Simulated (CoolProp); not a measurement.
Properties of normal hydrogen along the isotherm 35.5 K (Tc = 33.1 K, pc = 1.296 MPa, ω = -0.219).

Values from CoolProp's reference Helmholtz-energy equation of state, Leachman 2009.

```tsv
p (MPa)	phase	density (kg/m³)	isothermal compressibility (1/MPa)	viscosity (µPa s)	Prandtl number
0.463	gas	3.529	2.431	1.84	0.720
0.926	gas	8.204	1.475	1.96	0.883
1.39	supercritical	15.88	1.519	2.27	1.52
1.85	supercritical	36.36	1.163	3.83	3.40
2.31	supercritical	46.36	…	5.15	1.88
2.78	supercritical	50.53	0.1352	5.86	1.50
3.24	supercritical	53.19	0.09270	6.37	1.34
3.7	supercritical	55.20	0.07086	6.80	1.25
4.17	supercritical	56.87	…	7.18	1.20
4.63	supercritical	58.27	0.04840	7.52	1.16
5.09	supercritical	59.49	0.04197	7.84	1.13
5.56	supercritical	60.60	0.03700	8.14	1.11
6.02	supercritical	…	0.03320	8.42	1.09
6.48	supercritical	62.48	0.03013	8.68	1.08
```

Question: Complete the blanks.

Answer: 
- 2.31, isothermal compressibility (1/MPa): 0.2570
- 4.17, isothermal compressibility (1/MPa): 0.05731
- 6.02, density (kg/m³): 61.58

Viscosity comes from a separate model (Muzny 2013). Thermal conductivity comes from a separate model (Assael 2011).
